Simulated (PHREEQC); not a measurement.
Metal-bearing waste water: an equilibrium model

Dissolve 0.0022 mol CdCl2, 0.011 mol NiCl2, 0.0055 mol NaF and 9.1e-05 mol NaCl per kg of water at 25 °C. Closed to the air; pH follows from the charge balance.

Model: ion-association model, wateq4f.dat, run in PHREEQC.

- pH = 6.38
- ionic strength = 0.0410 mol/kgw

```csv
species,molality,activity,log γ
Cl-,0.0249,0.0205,-0.083
Ni+2,0.0102,0.00490,-0.319
Na+,0.00558,0.00466,-0.079
F-,0.00498,0.00410,-0.084
CdCl+,0.00111,0.000924,-0.080
Cd+2,0.000980,0.000471,-0.319
NiF+,0.000481,0.000401,-0.080
```

No solid was allowed to form. Species that the database lacks are ignored.
